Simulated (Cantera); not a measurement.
What does this Cantera script print?

```python
import numpy as np
import cantera as ct

gas_names = """
    Ca CaCL CaCL2 CaO CaOH CaO2H2 Ca2 CL CLO CL2 H HCL HNO HNO2 HNO3 HOCL HO2 H2 H2O H2O2 N NH NH2 NH3
    NH2OH NO NO2 NO3 N2 N2H2 N2H4 N2O O OH O2 O3
""".split()
cond_names = """
    Ca(a) Ca(b) Ca(L) CaCL2(s) CaCL2(L) CaO(s) CaO(L) CaO2H2(s) H2O(s) H2O(L) NH4CL(a) NH4CL(b)
""".split()


# ... load() reads the species with a 1 bar reference pressure and builds the phases ...
atoms = {
    'CaCl2': {'Ca': 1, 'CL': 2},
    'H2O': {'H': 2, 'O': 1},
    'N2': {'N': 2},
    'O2': {'O': 2},
}
top_T = {}  # K; cautious upper limits of use, not melting points


# ... equilibrate(T, P, feed) seeds the gas with the atoms and calls Mixture.equilibrate('TP', solver="vcs", rtol=1e-11, max_steps=5000) ...
results = []
feed = {'CaCl2': 1, 'H2O': 0.087, 'N2': 0.48, 'O2': 0.56}  # mol
P = 1333.22  # Pa
for T in [1448, 1548, 1648, 1748, 1848, 1948, 2048, 2148]:
    mix = equilibrate(T, P, feed)
    results.append((T, P, feed, dict(zip(mix.species_names, mix.species_moles))))

top = {s: max(r[3][s] / sum(r[3][g] for g in gas_names) for r in results) for s in gas_names}
cols = sorted((s for s in top if top[s] > 1e-06), key=lambda s: -top[s])[:6]
seen = [c for c in cond_names if any(r[3].get(c, 0) > 1e-12 for r in results)]
print("log10 of partial pressures in bar; condensed amounts in mol")
print(f"{'T/K':>10s}" + "".join(f"{s[:9]:>10s}" for s in cols + seen))
for T, P, feed, n in results:
    ng = sum(n[g] for g in gas_names)
    print(f"{T:10.4g}" + "".join(f"{np.log10(max(n[s] / ng * P / 1e5, 1e-99)):10.3f}" for s in cols)
          + "".join(f"{n.get(c, 0):10.4g}" for c in seen))
```

It prints:

```
log10 of partial pressures in bar; condensed amounts in mol
       T/K        O2     CaCL2        N2        CL       HCL       H2O  CaCL2(L)    CaO(s)
      1448    -2.233    -3.134    -2.296    -3.837    -2.921    -3.498    0.8653   0.06498
      1548    -2.340    -2.519    -2.398    -3.439    -2.921    -3.900    0.5412   0.09616
      1648    -2.480    -2.265    -2.527    -3.242    -3.025    -4.178         0    0.1249
      1748    -2.486    -2.270    -2.529    -3.150    -3.047    -4.060         0    0.1311
      1848    -2.494    -2.275    -2.532    -3.069    -3.073    -3.966         0    0.1386
      1948    -2.503    -2.281    -2.534    -2.995    -3.102    -3.893         0    0.1473
      2048    -2.514    -2.288    -2.537    -2.929    -3.133    -3.840         0    0.1568
      2148    -2.529    -2.296    -2.541    -2.870    -3.169    -3.806         0    0.1668
```

Method: chemical equilibrium by Gibbs-energy minimisation in Cantera with the NASA 1993 tables (ideal gas, pure condensed phases). Mutual solubility and eutectic melting of coexisting phases are not modelled. Condensed phases not in the tables: oxide chlorides.
